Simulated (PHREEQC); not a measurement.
**Brine**

A solution holds 0.21 mol/kgw Na2HPO4, 6.7e-05 mol/kgw Na2SO4 and 0.054 mol/kgw KBr, at 25 °C. Closed to the air; pH follows from the charge balance.

Equilibrium calculation in PHREEQC: ion-association model, phreeqc.dat.

| Property | Value |
|---|---|
| pH | 8.97 |
| ionic strength | 0.622 mol/kgw |
| activity of water | 0.988 |
| density | 1.027 g/cm³ |
| total alkalinity | 210 meq/kg |

| species | molality | activity | log γ |
|---|---|---|---|
| Na+ | 0.392 | 0.281 | -0.145 |
| HPO4-2 | 0.177 | 0.0352 | -0.701 |
| Br- | 0.0540 | 0.0321 | -0.226 |
| K+ | 0.0508 | 0.0319 | -0.202 |
| NaHPO4- | 0.0283 | 0.0193 | -0.168 |
| KHPO4- | 0.00322 | 0.00219 | -0.168 |
| H2PO4- | 0.000898 | 0.000610 | -0.168 |
| PO4-3 | 0.000883 | 1.47e-5 | -1.778 |
| SO4-2 | 4.62e-5 | 8.68e-6 | -0.726 |
| NaSO4- | 1.80e-5 | 1.22e-5 | -0.168 |
| OH- | 1.51e-5 | 9.29e-6 | -0.211 |
| KSO4- | 2.86e-6 | 1.95e-6 | -0.168 |
| H+ | 1.42e-9 | 1.08e-9 | -0.121 |

Precipitation was switched off in this run.
